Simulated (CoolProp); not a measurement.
Vapour-liquid equilibrium of n-heptane (1) + toluene (2) at 0.765 bar; x and y are mole fractions of (1).

Model: multi-fluid Helmholtz-energy mixture model, Span 2003 and Lemmon 2006; pair parameters Bell 2016, in CoolProp.

### Question
Give the bubble temperature and the first vapour's composition at x = 0.275, 0.575, 0.875. Is there an azeotrope?

### Answer
x = 0.275: 94.7 °C, y = 0.380; x = 0.575: 91.4 °C, y = 0.643; x = 0.875: 89.6 °C, y = 0.890. No azeotrope shows between x = 0.05 and 0.95.

Pair parameters are fitted to limited data, so mixtures are less certain than the pure fluids.
